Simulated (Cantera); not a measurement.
An isothermal, constant-pressure homogeneous reactor starts with 9.89 % C2H6, 90.0 % N2, 0.119 % H2O, at 1125 K and 0.133 bar.

Cantera simulation using GRI-Mech 3.0 (53 species, 325 reactions); the numbers are that mechanism's predictions, not measurements. GRI-Mech 3.0 stops at C3 and has no aromatics, soot or wall deposition, so with more carbon than oxygen in the feed, carbon stays in small species such as C2H2 where larger ones or solid carbon would form.

x: mole fraction; the columns are a selection and need not sum to one.

| t (s) | x C2H6 | x CH4 | x H2 | x C2H4 | x CH3 | x H |
|---|---|---|---|---|---|---|
| 0.000800 | 0.0989 | 3.56e-6 | 1.02e-5 | 1.03e-5 | ___ | 9.82e-8 |
| 0.00259 | 0.0987 | 2.14e-5 | 0.000187 | 0.000190 | ___ | 4.57e-7 |
| 0.00837 | 0.0968 | 0.000139 | 0.00170 | 0.00174 | 1.53e-5 | 9.22e-7 |
| 0.0270 | 0.0896 | 0.000662 | 0.00777 | 0.00797 | 1.60e-5 | 1.03e-6 |
| 0.0875 | 0.0685 | 0.00237 | 0.0257 | 0.0258 | ___ | 1.18e-6 |
| 0.283 | 0.0255 | 0.00685 | 0.0630 | 0.0600 | ___ | 1.51e-6 |
| 0.915 | 0.00198 | 0.0103 | 0.0886 | 0.0712 | ___ | 8.94e-7 |
| 2.96 | 0.000354 | 0.0109 | 0.0976 | 0.0627 | ___ | 4.25e-7 |
| 9.56 | 0.000269 | 0.0117 | 0.109 | 0.0480 | 8.33e-7 | 4.09e-7 |
| 30.9 | 0.000204 | 0.0136 | 0.118 | 0.0340 | 8.27e-7 | 3.81e-7 |
| 100 | 0.000178 | 0.0178 | 0.116 | 0.0304 | ___ | 3.17e-7 |

**Question.** Some entries are withheld; supply them.

**Answer.** 
- 0.000800, x CH3: 4.45e-6
- 0.00259, x CH3: 7.49e-6
- 0.0875, x CH3: 1.38e-5
- 0.283, x CH3: 8.35e-6
- 0.915, x CH3: 2.17e-6
- 2.96, x CH3: 9.01e-7
- 100, x CH3: 9.11e-7
